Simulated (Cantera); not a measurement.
An isothermal, constant-pressure homogeneous reactor starts with C₂H₆ : N₂ = 1 : 6.9 (molar parts), at 1175 K and 0.0760 bar.

Cantera simulation using GRI-Mech 3.0 (53 species, 325 reactions); the numbers are that mechanism's predictions, not measurements. GRI-Mech 3.0 stops at C3 and has no aromatics, soot or wall deposition, so with more carbon than oxygen in the feed, carbon stays in small species such as C2H2 where larger ones or solid carbon would form.

One state of this run: x C₂H₆ = 0.124; x C₂H₄ = 0.00190; x HCN = 8.60e-12; x CH₂ = 1.19e-9; x H₂ = 0.00184. x: mole fraction; the columns are a selection and need not sum to one.

Question: Which value of t (s) does it belong to?
A. 0.00431
B. 52.2
C. 0.928
D. 0.0165

Answer: A, 0.00431
